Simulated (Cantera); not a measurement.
Input (Python, Cantera) and output of one run.

```python
import numpy as np
import cantera as ct

gas_names = """
    Cu CuF CuF2 Cu2 F F2 H HF H2 H2F2 H3F3 H4F4 H5F5 H6F6 H7F7
""".split()
cond_names = """
    Cu(cr) Cu(L) CuF2(s) CuF2(L)
""".split()


def load(file, names, dense=False):
    # The tables refer to 1 bar. Condensed volumes are neglected.
    table = {s.name: s for s in ct.Species.list_from_file(file)}
    out = []
    for n in names:
        d = dict(table[n].input_data)
        d["thermo"] = dict(d["thermo"], **{"reference-pressure": 1e5})
        if dense:
            d["equation-of-state"] = {"model": "constant-volume", "density": "1e6 g/cm^3"}
        out.append(ct.Species.from_dict(d))
    return out


gas = ct.Solution(thermo="ideal-gas", species=load("nasa_gas.yaml", gas_names))
cond = {s.name: ct.Solution(thermo="fixed-stoichiometry", species=[s], name=s.name)
        for s in load("nasa_condensed.yaml", cond_names, dense=True)}
atoms = {
    'CuF2': {'Cu': 1, 'F': 2},
    'HF': {'H': 1, 'F': 1},
    'H2': {'H': 2},
}
top_T = {}  # K; cautious upper limits of use, not melting points


def equilibrate(T, P, feed):
    n = {}
    for name, mol in feed.items():
        for a, k in atoms[name].items():
            n[a] = n.get(a, 0.0) + k * mol
    gas.TPX = T, P, n
    mass = sum(n.values()) * gas.mean_molecular_weight
    gas.equilibrate("TP")
    valid = [c for c in cond.values() if c.min_temp <= T <= top_T.get(c.name, c.max_temp)]
    mix = ct.Mixture([(gas, mass / gas.mean_molecular_weight)] + [(c, 0.0) for c in valid])
    mix.T, mix.P = T, P
    mix.equilibrate("TP", solver="vcs", rtol=1e-11, max_steps=5000)
    return mix


results = []
feed = {'CuF2': 1, 'HF': 3.6, 'H2': 19}  # mol
P = 13332.2  # Pa
for T in [700, 800, 900, 1000, 1100, 1200, 1300, 1400, 1500, 1600, 1700, 1800, 1900]:
    mix = equilibrate(T, P, feed)
    results.append((T, P, feed, dict(zip(mix.species_names, mix.species_moles))))
    x = sorted(zip(gas.X, gas.species_names), reverse=True)
    print(f"T = {T:g} K  P = {P:g} Pa  gas = {mix.phase_moles(0):.4g} mol")
    print("   x: " + "  ".join(f"{s} {v:.3e}" for v, s in x if v > 1e-05))
    print("   condensed (mol): " + ("  ".join(f"{mix.phase(i).name} {mix.phase_moles(i):.4g}"
          for i in range(1, mix.n_phases) if mix.phase_moles(i) > 1e-12) or "none"))
```

Output:

```
T = 700 K  P = 13332.2 Pa  gas = 23.6 mol
   x: H2 7.627e-01  HF 2.373e-01
   condensed (mol): Cu(cr) 1
T = 800 K  P = 13332.2 Pa  gas = 23.6 mol
   x: H2 7.627e-01  HF 2.373e-01
   condensed (mol): Cu(cr) 1
T = 900 K  P = 13332.2 Pa  gas = 23.6 mol
   x: H2 7.627e-01  HF 2.373e-01
   condensed (mol): Cu(cr) 1
T = 1000 K  P = 13332.2 Pa  gas = 23.6 mol
   x: H2 7.627e-01  HF 2.373e-01
   condensed (mol): Cu(cr) 1
T = 1100 K  P = 13332.2 Pa  gas = 23.6 mol
   x: H2 7.627e-01  HF 2.373e-01
   condensed (mol): Cu(cr) 1
T = 1200 K  P = 13332.2 Pa  gas = 23.6 mol
   x: H2 7.627e-01  HF 2.373e-01
   condensed (mol): Cu(cr) 1
T = 1300 K  P = 13332.2 Pa  gas = 23.6 mol
   x: H2 7.627e-01  HF 2.373e-01
   condensed (mol): Cu(cr) 1
T = 1400 K  P = 13332.2 Pa  gas = 23.6 mol
   x: H2 7.627e-01  HF 2.373e-01  H 1.163e-05  Cu 1.012e-05
   condensed (mol): Cu(L) 0.9997
T = 1500 K  P = 13332.2 Pa  gas = 23.6 mol
   x: H2 7.626e-01  HF 2.373e-01  Cu 6.169e-05  H 4.210e-05
   condensed (mol): Cu(L) 0.9983
T = 1600 K  P = 13332.2 Pa  gas = 23.61 mol
   x: H2 7.624e-01  HF 2.372e-01  Cu 2.982e-04  H 1.300e-04  CuF 3.123e-05
   condensed (mol): Cu(L) 0.9922
T = 1700 K  P = 13332.2 Pa  gas = 23.63 mol
   x: H2 7.615e-01  HF 2.369e-01  Cu 1.191e-03  H 3.521e-04  CuF 8.903e-05
   condensed (mol): Cu(L) 0.9697
T = 1800 K  P = 13332.2 Pa  gas = 23.71 mol
   x: H2 7.589e-01  HF 2.360e-01  Cu 4.061e-03  H 8.542e-04  CuF 2.246e-04
   condensed (mol): Cu(L) 0.898
T = 1900 K  P = 13332.2 Pa  gas = 23.92 mol
   x: H2 7.518e-01  HF 2.336e-01  Cu 1.212e-02  H 1.884e-03  CuF 5.101e-04  Cu2 3.490e-05
   condensed (mol): Cu(L) 0.6963
```

Equilibrium computed with Cantera from the NASA thermochemical tables; the gas is ideal and each condensed phase is pure.
